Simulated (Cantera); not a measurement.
## Ignition delay

Mixture: 4.32 % CH4, 20.1 % O2, 75.6 % N2, at 1.01 bar, adiabatic and at constant volume. Ignition delay is the time to a rise of 400 K.

Cantera simulation using GRI-Mech 3.0 (53 species, 325 reactions); the numbers are that mechanism's predictions, not measurements.

```
T0 (K)  delay (ms)
------  ----------
1200          28.4
1275          10.2
1350          4.02
1425          1.76
1500         0.857
1575         0.458
1650         0.264
1725         0.161
```

```json
{
  "apparent activation energy between 1575 and 1725 K": "160 kJ/mol"
}
```
